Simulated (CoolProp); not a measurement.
The fluid at 298.15 K and 6.72 MPa flows at 0.17 m/s in a round tube of 1 mm bore and 45 µm roughness, fully developed (64/Re and Nu = 3.66 if laminar; Colebrook and Gnielinski if turbulent). The same conditions are run with several fluids, on thermodynamics alone (safety and materials aside).

The numbers come from the reference Helmholtz-energy equation of state of each fluid (ammonia: Gao 2020; R410A: Lemmon 2003; R123: Younglove 1994; R143a: Lemmon and Jacobsen 2000; p-xylene: Zhou 2012) in CoolProp. Blends and air are pseudo-pure fits.

| fluid | Reynolds number | Darcy friction factor | pressure drop (Pa/m) | heat-transfer coefficient (W/(m² K)) | mass flow (kg/h) |
|---|---|---|---|---|---|
| ammonia | 758 | 0.0845 | 742 | 1820 | 0.292 |
| R410A | 1400 | 0.0458 | 729 | 344 | 0.529 |
| R123 | 554 | 0.116 | 2480 | 289 | 0.712 |
| R143a | 1330 | 0.0479 | 676 | 278 | 0.469 |
| p-xylene | 229 | 0.280 | 3480 | 471 | 0.414 |

Transport values come from each fluid's own correlations; those of R143a are estimates that may be off by 10 % or more.
